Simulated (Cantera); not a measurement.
Input (Python, Cantera):

```python
import numpy as np
import cantera as ct

gas = ct.Solution("gri30.yaml")
gas.TPX = 1323, 2100, {'H2': 0.0087, 'O2': 1}
inlet = ct.Reservoir(gas, clone=True)

reactor = ct.IdealGasConstPressureReactor(gas, energy="off", clone=False)
exhaust = ct.Reservoir(gas, clone=True)
tau = [8.8, 4, 1.8, 0.81, 0.37, 0.17, 0.075, 0.034, 0.015, 0.0069][0]
for a, b in ((inlet, reactor), (reactor, exhaust)):
    ct.MassFlowController(a, b, mdot=lambda t: reactor.mass / tau)
net = ct.ReactorNet([reactor])
show = ['H2', 'O2', 'O', 'OH', 'H', 'H2O']

rows = []
print(f"{'tau/s':>10s}{'T/K':>9s}" + "".join(f"{s:>11s}" for s in show))
for tau in [8.8, 4, 1.8, 0.81, 0.37, 0.17, 0.075, 0.034, 0.015, 0.0069]:
    net.initial_time = 0.0
    net.advance(30 * tau)
    before = gas.X
    net.advance(40 * tau)
    drift = np.max(np.abs(gas.X - before) / (gas.X + 1e-9))
    rows.append([gas.T, *gas[show].X, drift])
    print(f"{tau:10.3e}{gas.T:9.1f}" + "".join(f"{x:11.3e}" for x in gas[show].X))
```

It prints:

```
     tau/s      T/K         H2         O2          O         OH          H        H2O
 8.800e+00   1323.0  6.292e-06  9.908e-01  4.641e-04  2.464e-04  3.899e-06  8.528e-03
 4.000e+00   1323.0  9.944e-06  9.904e-01  7.629e-04  3.162e-04  8.227e-06  8.486e-03
 1.800e+00   1323.0  1.570e-05  9.899e-01  1.237e-03  4.033e-04  1.704e-05  8.430e-03
 8.100e-01   1323.0  2.471e-05  9.891e-01  1.944e-03  5.074e-04  3.372e-05  8.357e-03
 3.700e-01   1323.0  3.864e-05  9.881e-01  2.888e-03  6.229e-04  6.162e-05  8.267e-03
 1.700e-01   1323.0  6.105e-05  9.869e-01  4.002e-03  7.446e-04  1.024e-04  8.158e-03
 7.500e-02   1323.0  1.024e-04  9.857e-01  5.153e-03  8.737e-04  1.554e-04  8.019e-03
 3.400e-02   1323.0  1.787e-04  9.848e-01  5.987e-03  1.003e-03  2.091e-04  7.847e-03
 1.500e-02   1323.0  3.382e-04  9.843e-01  6.401e-03  1.163e-03  2.631e-04  7.577e-03
 6.900e-03   1323.0  6.429e-04  9.842e-01  6.341e-03  1.358e-03  3.122e-04  7.149e-03
```

Cantera simulation using GRI-Mech 3.0 (53 species, 325 reactions); the numbers are that mechanism's predictions, not measurements. Radical loss at walls, strong at low pressure, is not modelled.
